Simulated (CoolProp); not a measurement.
Vapour-liquid equilibrium of n-butane (1) + R245fa (2) at 55.15 °C; x and y are mole fractions of (1).

Values from CoolProp's multi-fluid Helmholtz-energy mixture model, Bücker 2006 and Akasaka 2015; pair parameters Bell 2016.

### Question
Give the bubble pressure and the first vapour's composition at x = 0.05, 0.2, 0.65. Is there an azeotrope?

### Answer
x = 0.05: 0.4782 MPa, y = 0.182; x = 0.2: 0.6227 MPa, y = 0.427; x = 0.65: 0.7179 MPa, y = 0.634. y crosses x between x = 0.5 and 0.65: the model has an azeotrope there.

The pair parameters rest on a limited set of measurements; away from them the model extrapolates.
